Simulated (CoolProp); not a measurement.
A simple Rankine cycle with ethanol: condensing at 324.15 K, boiler at 5.1 MPa, turbine inlet 619 K, turbine efficiency 0.6, pump efficiency 0.6, no recuperator. Each further row changes one setting.

Values from CoolProp's reference Helmholtz-energy equation of state, Schroeder 2014.

```
case                             thermal efficiency (%)  net work (kJ/kg)  heat in (kJ/kg)  turbine exit temperature (K)  volume ratio over the turbine
-------------------------------  ----------------------  ----------------  ---------------  ----------------------------  -----------------------------
as stated                                          17.8               251             1410                         474.1                            141
condensing temperature 316.15 K                    18.7               267             1430                         466.1                            206
boiler pressure 3.57 MPa                           17.1               245             1430                         488.1                           98.2
turbine efficiency 0.5                             14.7               208             1410                         495.5                            148
```
